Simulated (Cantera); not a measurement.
Feed: 1 mol PbO, 17 mol N2, held at 1173 K and 0.410 bar.

Cantera equilibrium calculation (NASA polynomials, part measured and part estimated; ideal gas, pure solids and liquids). Candidate condensed phases: Pb, PbO, PbO2, Pb3O4; 12 gas species. Rates play no part.

Base state: N2 1.000, PbO 9.42e-5, Pb 1.59e-5 (mole fractions); condensed: PbO(l).

Q: What changes in the equilibrium state with this change: pressure from 0.410 bar to 34.0 Pa?

A: 
| species | before | after |
|---|---|---|
| N2 | 1.000 | 0.940 |
| PbO | 9.42e-5 | 0.0451 |
| Pb | 1.59e-5 | 0.0101 |
| O2 | 7.42e-6 | 0.00505 |
| NO | 1.06e-6 | 2.68e-5 |
| PbO(l), mol | 0.998 | 0 |
